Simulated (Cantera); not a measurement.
A freely propagating, adiabatic, planar premixed flame of H2 : O2 : N2 = 1 : 0.294 : 1.29 (molar parts), unburnt at 575 K and 0.128 atm; mixture-averaged transport, grid criteria slope 0.08 and curve 0.16, no radiation.

Detailed kinetics in Cantera: the H2/O2 subset of GRI-Mech 3.0, which has no nitrogen chemistry. Burning velocities carry a grid error of a few per cent, more on coarse grids.

Predict: laminar burning velocity; thermal thickness; peak x(OH); peak x(H2O2); peak x(HO2); peak x(H).


| Quantity | Value |
|---|---|
| laminar burning velocity | 577 cm/s |
| thermal thickness | 6.46 mm |
| peak x(OH) | 0.00695 |
| peak x(H2O2) | 7.34e-7 |
| peak x(HO2) | 4.38e-5 |
| peak x(H) | 0.121 |
